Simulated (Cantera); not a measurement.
What does this Cantera script print?

```python
import numpy as np
import cantera as ct

gas_names = """
    Cu CuO Cu2 H HO2 H2 H2O H2O2 O OH O2 O3
""".split()
cond_names = """
    Cu(cr) Cu(L) CuO(s) CuO2H2(s) Cu2O(s) Cu2O(L) H2O(s) H2O(L)
""".split()


# ... load() reads the species with a 1 bar reference pressure and builds the phases ...
atoms = {
    'Cu2O': {'Cu': 2, 'O': 1},
    'H2': {'H': 2},
    'H2O': {'H': 2, 'O': 1},
}
top_T = {'CuO(s)': 1390}  # K; cautious upper limits of use, not melting points


# ... equilibrate(T, P, feed) seeds the gas with the atoms and calls Mixture.equilibrate('TP', solver="vcs", rtol=1e-11, max_steps=5000) ...
results = []
feed = {'Cu2O': 1, 'H2': 8.3, 'H2O': 1.3}  # mol
P = 1600  # Pa
for T in [1423, 1473, 1523, 1573, 1623, 1673, 1723, 1773]:
    mix = equilibrate(T, P, feed)
    results.append((T, P, feed, dict(zip(mix.species_names, mix.species_moles))))

top = {s: max(r[3][s] / sum(r[3][g] for g in gas_names) for r in results) for s in gas_names}
cols = sorted((s for s in top if top[s] > 1e-05), key=lambda s: -top[s])[:7]
seen = [c for c in cond_names if any(r[3].get(c, 0) > 1e-12 for r in results)]
print("log10 of partial pressures in bar; condensed amounts in mol")
print(f"{'T/K':>10s}" + "".join(f"{s[:9]:>10s}" for s in cols + seen))
for T, P, feed, n in results:
    ng = sum(n[g] for g in gas_names)
    print(f"{T:10.4g}" + "".join(f"{np.log10(max(n[s] / ng * P / 1e5, 1e-99)):10.3f}" for s in cols)
          + "".join(f"{n.get(c, 0):10.4g}" for c in seen))
```

Result:

```
log10 of partial pressures in bar; condensed amounts in mol
       T/K        H2       H2O        Cu         H       Cu2        OH     Cu(L)
      1423    -1.915    -2.416    -5.679    -6.135    -9.315    -8.300     1.999
      1473    -1.915    -2.417    -5.286    -5.855    -8.770    -7.942     1.997
      1523    -1.915    -2.417    -4.919    -5.594    -8.263    -7.606     1.993
      1573    -1.916    -2.417    -4.577    -5.349    -7.789    -7.293     1.984
      1623    -1.917    -2.418    -4.255    -5.119    -7.346    -6.998     1.967
      1673    -1.918    -2.420    -3.954    -4.903    -6.930    -6.722     1.933
      1723    -1.921    -2.423    -3.671    -4.700    -6.540    -6.462      1.87
      1773    -1.927    -2.428    -3.404    -4.509    -6.173    -6.218     1.756
```

These are equilibrium values from Cantera (NASA tables, ideal gas, pure condensed phases), not measurements of a reactor.
